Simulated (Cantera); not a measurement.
Charge: 1 mol Ti, 2.4 mol C3H8, 140 mol H2, at 1848 K and 7.50 Torr.

These are equilibrium values from Cantera (NASA tables, ideal gas, pure condensed phases), not measurements of a reactor. Candidate condensed phases: C, C6H6, C7H8, C8H18, Ti, TiC; 77 gas species. TiC: taken at fixed stoichiometry. Kinetics and transport are ignored.

Base state: H2 0.994, H 0.00529, C2H2 (acetylene) 0.000256 (mole fractions); condensed: C(graphite) + TiC(s).

Task: What changes in the equilibrium state with this change: temperature from 1848 K to 1425 K?

Result: 
| species | before | after |
|---|---|---|
| H2 | 0.994 | 1.000 |
| H | 0.00529 | 6.82e-5 |
| CH4 | 6.51e-6 | 3.77e-5 |
| C2H2 (acetylene) | 0.000256 | 3.52e-6 |
| C(graphite), mol | 6.12 | 6.19 |
| TiC(s), mol | 1.00 | 1.00 |

Task: What changes in the equilibrium state with this change: temperature from 1848 K to 1400 K?

Result: 
```csv
species,before,after
H2,0.994,1.000
H,0.00529,4.86e-5
CH4,6.51e-6,4.32e-5
C2H2 (acetylene),0.000256,2.52e-6
"C(graphite), mol",6.12,6.19
"TiC(s), mol",1.00,1.00
```
